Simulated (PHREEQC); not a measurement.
A solution holds 0.015 mol/kgw H3PO4, 0.051 mol/kgw Na2SO4 and 0.18 mol/kgw KCl, at 25 °C. Closed to the air; pH follows from the charge balance.

Computed with PHREEQC (ion-association model, phreeqc.dat).

The ionic strength comes out as 0.307 mol/kgw. What activity coefficients do H+, NaSO4-, K+, KSO4-, Cl- get?

H+ 0.78, NaSO4- 0.72, K+ 0.68, KSO4- 0.72, Cl- 0.68.

No solid was allowed to form.
